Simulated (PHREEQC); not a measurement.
## Phosphoric acid bath (model solution)

Solution (25 °C): 0.28 mol KH2PO4 and 5.3e-05 mol HNO3 per kg of water. Closed to the air; pH follows from the charge balance.

The numbers come from PHREEQC with the ion-association model, wateq4f.dat.

Precipitation was switched off in this run.

Predict the pH, activity of water.

pH 4.36; activity of water 0.990.

H3PO4, which wateq4f.dat lacks, is added to it with the constant of phreeqc.dat.
